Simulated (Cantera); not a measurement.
Input (Python, Cantera) and output of one run.

```python
import numpy as np
import cantera as ct

gas_names = """
    CL CL2 H HCL H2 Si SiCL SiCL2 SiCL3 SiCL4 SiH SiHCL3 SiH2 SiH2CL2 SiH3 SiH3CL SiH4 Si2 Si3
""".split()
cond_names = """
    Si(cr) Si(L)
""".split()


# ... load() reads the species with a 1 bar reference pressure and builds the phases ...
atoms = {
    'SiCl4': {'Si': 1, 'CL': 4},
    'HCl': {'H': 1, 'CL': 1},
    'H2': {'H': 2},
    'Cl2': {'CL': 2},
}
top_T = {}  # K; cautious upper limits of use, not melting points


# ... equilibrate(T, P, feed) seeds the gas with the atoms and calls Mixture.equilibrate('TP', solver="vcs", rtol=1e-11, max_steps=5000) ...
results = []
feed = {'SiCl4': 1, 'HCl': 1.9, 'H2': 2.9, 'Cl2': 2.2}  # mol
T = 1073.15  # K
P = 100000  # Pa
mix = equilibrate(T, P, feed)
results.append((T, P, feed, dict(zip(mix.species_names, mix.species_moles))))
print(gas.report(threshold=0.0001))
for i in range(1, mix.n_phases):
    print(f"{mix.phase(i).name:16s} {mix.phase_moles(i):12.5e} mol")
```

Output:

```
       temperature   1073.2 K
          pressure   1e+05 Pa
           density   0.56174 kg/m^3
  mean mol. weight   50.122 kg/kmol
   phase of matter   gas

                          1 kg             1 kmol
                     ---------------   ---------------
          enthalpy       -2.4981e+06       -1.2521e+08  J
   internal energy       -2.6761e+06       -1.3413e+08  J
           entropy            5088.3        2.5503e+05  J/K
    Gibbs function       -7.9585e+06        -3.989e+08  J
 heat capacity c_p            821.49             41175  J/K
 heat capacity c_v            655.61             32860  J/K

                      mass frac. Y      mole frac. X     chem. pot. / RT
                     ---------------   ---------------   ---------------
               HCL           0.57295           0.78768           -35.044
                H2         0.0035121          0.087317           -20.122
             SiCL4           0.42302            0.1248           -122.79
            SiHCL3        0.00045856        0.00016969           -107.87
     [  +15 minor]        6.4535e-05        2.4117e-05

Si(cr)            0.00000e+00 mol
```

Cantera equilibrium calculation (NASA polynomials, part measured and part estimated; ideal gas, pure solids and liquids). The tables' values for SiCl3 are old estimates; treat these amounts as uncertain.
